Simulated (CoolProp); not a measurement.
A Linde-Hampson liquefier for dry air: isothermal reversible compression at 200 K from 1 atm to 25 MPa, throttling to 1 atm, return gas leaving the recuperator 0 K below the feed. Each further row changes one setting.

The numbers come from the reference Helmholtz-energy equation of state, Lemmon 2000 in CoolProp. It is a pseudo-pure fit of the blend.

| case | liquid yield per pass | compression work (kJ/kg of gas) |
|---|---|---|
| as stated | 0.270 | 295 |
| high pressure 50 MPa | ? | ? |
| warm-end temperature 230 K | ? | ? |
| warm-end gap 5 K | ? | 295 |

Question: Fill in the missing entries.

Answer: 
- high pressure 50 MPa, liquid yield per pass: 0.272
- high pressure 50 MPa, compression work (kJ/kg of gas): 340
- warm-end temperature 230 K, liquid yield per pass: 0.192
- warm-end temperature 230 K, compression work (kJ/kg of gas): 351
- warm-end gap 5 K, liquid yield per pass: 0.259
